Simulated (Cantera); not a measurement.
## Ignition delay

Mixture: CH4 : C2H6 : C3H8 : O2 : N2 = 1 : 0.21 : 0.035 : 5.39 : 20.3 (molar parts), equivalence ratio 0.54, at 10.0 bar, adiabatic and at constant pressure. Ignition delay is the time to a rise of 400 K.

Detailed kinetics in Cantera: GRI-Mech 3.0 (53 species, 325 reactions).

```json
[
 {"T0 (K)": "1150", "delay (ms)": "1.74"},
 {"T0 (K)": "1250", "delay (ms)": "0.391"},
 {"T0 (K)": "1350", "delay (ms)": "0.118"},
 {"T0 (K)": "1450", "delay (ms)": "0.0448"},
 {"T0 (K)": "1550", "delay (ms)": "0.0200"},
 {"T0 (K)": "1650", "delay (ms)": "0.0100"},
 {"T0 (K)": "1750", "delay (ms)": "0.00556"},
 {"T0 (K)": "1850", "delay (ms)": "0.00335"},
 {"T0 (K)": "1950", "delay (ms)": "0.00218"},
 {"T0 (K)": "2050", "delay (ms)": "0.00151"}
]
```

The apparent activation energy between 1850 and 2050 K is 130 kJ/mol.
